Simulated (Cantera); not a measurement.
Cantera run, input and output.

```python
import numpy as np
import cantera as ct

gas = ct.Solution("gri30.yaml")


def delay(T, t_max=10):
    gas.TPX = T, 850000, {'CH4': 1, 'O2': 1.67, 'N2': 6.27}
    reactor = ct.IdealGasConstPressureReactor(gas, clone=False)
    net = ct.ReactorNet([reactor])
    net.rtol, net.atol = 1e-8, 1e-16
    while net.time < t_max:
        t_old, T_old = net.time, reactor.T
        net.step()
        if reactor.T > T + 400:  # ignition: a rise of 400 K
            return t_old + (T + 400 - T_old) / (reactor.T - T_old) * (net.time - t_old)
    return np.nan


taus = []
for T in [1075, 1150, 1225, 1300, 1375, 1450, 1525]:
    taus.append(delay(T))
    print(f"T0 = {T:6g} K   tau = {taus[-1]:.4e} s")
```

It prints:

```
T0 =   1075 K   tau = 3.2989e-02 s
T0 =   1150 K   tau = 1.1748e-02 s
T0 =   1225 K   tau = 4.5626e-03 s
T0 =   1300 K   tau = 1.8916e-03 s
T0 =   1375 K   tau = 8.2901e-04 s
T0 =   1450 K   tau = 3.8129e-04 s
T0 =   1525 K   tau = 1.8327e-04 s
```

Cantera simulation using GRI-Mech 3.0 (53 species, 325 reactions); the numbers are that mechanism's predictions, not measurements.
